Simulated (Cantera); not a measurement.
A freely propagating, adiabatic, planar premixed flame of CH₄ : O₂ : N₂ : H₂O = 1 : 2.6 : 9.77 : 0.43 (molar parts), equivalence ratio 0.77, unburnt at 375 K and 4.93 atm; mixture-averaged transport, grid criteria slope 0.08 and curve 0.16, no radiation.

Cantera simulation using GRI-Mech 3.0 (53 species, 325 reactions); the numbers are that mechanism's predictions, not measurements. Burning velocities carry a grid error of a few per cent, more on coarse grids.

x: mole fraction of selected species; z is measured from the peak of heat release.

| z (mm) | T (K) | u (m/s) | x CH₄ | x O₂ | x H₂O | x HO₂ | x H₂ | x H |
|---|---|---|---|---|---|---|---|---|
| -0.656 | 376 | 0.149 | 0.0724 | 0.188 | 0.0313 | ? | 0.000322 | <1e-8 |
| -0.437 | 384 | 0.153 | 0.0718 | 0.188 | 0.0325 | ? | 0.000830 | <1e-8 |
| -0.328 | 410 | 0.163 | 0.0703 | 0.186 | 0.0360 | ? | 0.00137 | <1e-8 |
| -0.219 | 540 | 0.216 | 0.0633 | 0.176 | 0.0515 | ? | 0.00226 | <1e-8 |
| -0.109 | 980 | 0.394 | 0.0400 | 0.138 | 0.0967 | ? | 0.00338 | 7.50e-7 |
| -0.0546 | 1343 | 0.541 | 0.0202 | 0.102 | 0.131 | ? | 0.00390 | 2.30e-5 |
| 0 | 1698 | 0.683 | 0.00285 | 0.0648 | 0.161 | ? | 0.00346 | 0.000308 |
| 0.0546 | 1840 | 0.736 | 3.97e-5 | 0.0498 | 0.170 | ? | 0.00177 | 0.000392 |
| 0.109 | 1893 | 0.754 | 4.46e-7 | 0.0463 | 0.172 | ? | 0.00107 | 0.000219 |
| 0.219 | 1932 | 0.769 | <1e-8 | 0.0444 | 0.174 | ? | 0.000479 | 6.44e-5 |
| 0.437 | 1950 | 0.775 | <1e-8 | 0.0438 | 0.175 | ? | 0.000165 | 1.34e-5 |
| 0.874 | 1955 | 0.777 | <1e-8 | 0.0438 | 0.176 | 1.50e-6 | 8.49e-5 | 5.35e-6 |
| 1.75 | 1955 | 0.777 | <1e-8 | 0.0437 | 0.176 | 1.44e-6 | 7.76e-5 | 4.74e-6 |

Q: Complete the blanks.

A: 
- -0.656, x HO₂: 2.70e-8
- -0.437, x HO₂: 3.80e-7
- -0.328, x HO₂: 1.71e-6
- -0.219, x HO₂: 1.24e-5
- -0.109, x HO₂: 8.22e-5
- -0.0546, x HO₂: 0.000145
- 0, x HO₂: 0.000106
- 0.0546, x HO₂: 2.54e-5
- 0.109, x HO₂: 1.35e-5
- 0.219, x HO₂: 5.58e-6
- 0.437, x HO₂: 2.21e-6
